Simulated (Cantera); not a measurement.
A Cantera script and what it prints.

```python
import numpy as np
import cantera as ct

gas_names = """
    H HO2 H2 H2O H2O2 O OH O2 O3 Si SiH SiH2 SiH3 SiH4 SiO SiO2 Si2 Si3
""".split()
cond_names = """
    H2O(s) H2O(L) Si(cr) Si(L) SiO2(Lqz) SiO2(hqz) SiO2(L)
""".split()


# ... load() reads the species with a 1 bar reference pressure and builds the phases ...
atoms = {
    'Si': {'Si': 1},
    'H2O': {'H': 2, 'O': 1},
    'H2': {'H': 2},
}
top_T = {}  # K; cautious upper limits of use, not melting points


# ... equilibrate(T, P, feed) seeds the gas with the atoms and calls Mixture.equilibrate('TP', solver="vcs", rtol=1e-11, max_steps=5000) ...
results = []
feed = {'Si': 1, 'H2O': 0.0018, 'H2': 400}  # mol
T = 1750  # K
for P in [0.1, 0.6, 3.6, 22, 130, 770, 4600, 28000, 170000, 1000000]:
    mix = equilibrate(T, P, feed)
    results.append((T, P, feed, dict(zip(mix.species_names, mix.species_moles))))

top = {s: max(r[3][s] / sum(r[3][g] for g in gas_names) for r in results) for s in gas_names}
cols = sorted((s for s in top if top[s] > 0.0001), key=lambda s: -top[s])[:5]
seen = [c for c in cond_names if any(r[3].get(c, 0) > 1e-12 for r in results)]
print("log10 of partial pressures in bar; condensed amounts in mol")
print(f"{'P/Pa':>10s}" + "".join(f"{s[:9]:>10s}" for s in cols + seen))
for T, P, feed, n in results:
    ng = sum(n[g] for g in gas_names)
    print(f"{P:10.4g}" + "".join(f"{np.log10(max(n[s] / ng * P / 1e5, 1e-99)):10.3f}" for s in cols)
          + "".join(f"{n.get(c, 0):10.4g}" for c in seen))
```

Result:

```
log10 of partial pressures in bar; condensed amounts in mol
      P/Pa        H2         H        Si     Si(L)
       0.1    -6.102    -6.684    -8.652         0
       0.6    -5.264    -6.266    -7.847         0
       3.6    -4.462    -5.864    -7.060         0
        22    -3.665    -5.466    -6.276         0
       130    -2.889    -5.078    -5.824    0.4974
       770    -2.115    -4.691    -5.824    0.9016
      4600    -1.338    -4.302    -5.824    0.9729
   2.8e+04    -0.553    -3.910    -5.824     0.986
   1.7e+05     0.230    -3.518    -5.824     0.988
     1e+06     1.000    -3.133    -5.824    0.9847
```

Cantera equilibrium calculation (NASA polynomials, part measured and part estimated; ideal gas, pure solids and liquids). Gases not in the tables: Si2H6 and higher silanes.
